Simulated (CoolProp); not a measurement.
Saturation properties of octamethylcyclotetrasiloxane (D4) (Tc = 313.4 °C, pc = 1347 kPa, ω = 0.598).

The numbers come from the reference Helmholtz-energy equation of state, Thol 2015 in CoolProp.

```tsv
T (°C)	p (kPa)	vapour density (kg/m³)	enthalpy of vaporisation (kJ/kg)	liquid cp (kJ/(kg K))
170.95	89.57	7.739	132.8	1.984
181.85	118.0	10.12	128.4	2.012
192.65	152.7	13.05	124.0	2.041
203.55	195.1	16.67	119.3	2.071
214.45	246.1	21.11	114.3	2.103
225.35	306.7	26.54	109.0	2.137
236.25	378.1	33.20	103.4	2.174
247.15	461.8	41.41	97.32	2.217
258.05	559.0	51.63	90.62	2.268
268.85	670.6	64.48	83.17	2.332
```

It boils at 175.7 °C under 1 atm.
